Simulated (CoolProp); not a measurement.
Aqueous magnesium chloride as a coolant, 21 % by mass, freezing at -31.9 °C, 1 atm.

Computed with CoolProp (Melinder's fits for secondary coolants).

```
T (°C)  conductivity (W/(m K))  cp (kJ/(kg K))  viscosity (mPa s)  density (kg/m³)
------  ----------------------  --------------  -----------------  ---------------
-28.9                    0.464           2.933               18.4             1199
-22.8                    0.473           2.948               14.1             1199
-16.7               (withheld)           2.965               11.0             1198
-10.6               (withheld)           2.981               8.61             1196
-4.5                     0.503           2.998               6.80             1195
1.6                      0.513      (withheld)               5.43             1192
7.7                      0.524           3.031               4.38             1190
13.8                     0.534           3.048         (withheld)             1188
19.9                     0.545           3.065               2.94             1185
26                       0.555      (withheld)               2.45             1182
32.1                (withheld)           3.097               2.07             1180
38.2                (withheld)           3.113               1.77             1177
```

Q: Fill in the missing entries.

A: 
- -16.7, conductivity (W/(m K)): 0.483
- -10.6, conductivity (W/(m K)): 0.493
- 1.6, cp (kJ/(kg K)): 3.014
- 13.8, viscosity (mPa s): 3.57
- 26, cp (kJ/(kg K)): 3.081
- 32.1, conductivity (W/(m K)): 0.565
- 38.2, conductivity (W/(m K)): 0.574
